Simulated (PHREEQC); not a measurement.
Consider water at 20 °C with 0.0015 mol/kgw HCl, 0.11 mol/kgw Na2SO4 and 0.00013 mol/kgw NaCl. It is in equilibrium with CO2 at log p = -2 (atm). Otherwise closed; pH follows from the charge balance.

The numbers come from PHREEQC with the ion-association model, wateq4f.dat.

No solid was allowed to form.

Question: Order these S species by the share of S that they hold, largest first: SO4-2, NaSO4-, HSO4-.

Answer: SO4-2 (79 %), NaSO4- (20 %), HSO4- (0.94 %)

The pH is 3.43 and the ionic strength 0.286 mol/kgw.
